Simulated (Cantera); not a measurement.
## H2S + O2 + SO2 (abatement and gas-phase synthesis)

Charge: 1 mol H2S, 0.52 mol O2, 0.26 mol SO2, equilibrated at 35.0 Pa.

Cantera equilibrium calculation (NASA polynomials, part measured and part estimated; ideal gas, pure solids and liquids). Candidate condensed phases: H2O, H2SO4, S; 19 gas species. Gases not in the tables: S3 to S7. The numbers say what is thermodynamically allowed, not how fast it happens.

From 1198 K to 2998 K nothing is condensed.

```csv
T (K),x H2O,x H,x O,x H2,x S,x S2,x SO2,x SO,x OH,x O2,x H2S,x SH
1198,0.479,2.58e-6,6.22e-12,0.0645,1.35e-5,0.245,0.194,0.00167,1.52e-7,2.35e-11,0.0135,0.000454
1348,0.424,4.20e-5,8.46e-10,0.115,0.000147,0.230,0.212,0.00669,2.49e-6,1.50e-9,0.00854,0.00135
1498,0.360,0.000380,4.38e-8,0.171,0.000971,0.209,0.229,0.0201,2.27e-5,4.31e-8,0.00536,0.00304
1648,0.296,0.00224,1.11e-6,0.222,0.00442,0.181,0.237,0.0478,0.000134,6.71e-7,0.00334,0.00553
1798,0.236,0.00960,1.64e-5,0.260,0.0148,0.144,0.230,0.0931,0.000572,6.57e-6,0.00201,0.00841
1948,0.182,0.0318,0.000161,0.277,0.0377,0.0991,0.208,0.150,0.00189,4.60e-5,0.00111,0.0105
2098,0.136,0.0840,0.00120,0.261,0.0713,0.0518,0.177,0.201,0.00521,0.000266,0.000509,0.0102
2248,0.0972,0.180,0.00741,0.209,0.0984,0.0186,0.145,0.223,0.0125,0.00145,0.000173,0.00727
2398,0.0555,0.306,0.0367,0.132,0.113,0.00565,0.106,0.212,0.0236,0.00640,4.43e-5,0.00407
2548,0.0174,0.403,0.114,0.0595,0.141,0.00242,0.0508,0.170,0.0258,0.0136,1.00e-5,0.00222
2698,0.00289,0.429,0.211,0.0203,0.189,0.00139,0.0133,0.104,0.0156,0.0121,2.05e-6,0.00119
2848,0.000381,0.424,0.276,0.00673,0.229,0.000734,0.00213,0.0471,0.00703,0.00624,3.99e-7,0.000591
2998,5.31e-5,0.418,0.306,0.00248,0.249,0.000343,0.000281,0.0183,0.00296,0.00258,8.33e-8,0.000287
```
x: gas mole fraction; nothing condenses.
